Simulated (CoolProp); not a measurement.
A single-stage vapour-compression cycle with ammonia: evaporating at 272.15 K (dew point), condensing at 341.15 K (bubble point), superheat 5 K, subcooling 5 K, compressor efficiency 0.65, no pressure losses. Each further row changes one setting.

Model: reference Helmholtz-energy equation of state, Gao 2020, in CoolProp.

```csv
case,cooling COP,pressure ratio,discharge temperature (K),refrigerating effect (kJ/kg),volumetric capacity (kJ/m³)
as stated,1.93,7.65,503.3,966,3150
evaporating temperature 277.15 K,2.16,(withheld),486.3,972,3770
condensing temperature 336.15 K,2.13,6.80,488.2,993,3230
subcooling 10 K,1.98,7.65,503.3,993,3230
superheat 15 K,1.89,7.65,521.3,992,3090
compressor efficiency 0.55,(withheld),7.65,(withheld),966,3150
```

### Question
What belongs in the gaps?

### Answer

- evaporating temperature 277.15 K, pressure ratio: 6.36
- compressor efficiency 0.55, cooling COP: 1.63
- compressor efficiency 0.55, discharge temperature (K): 537.1
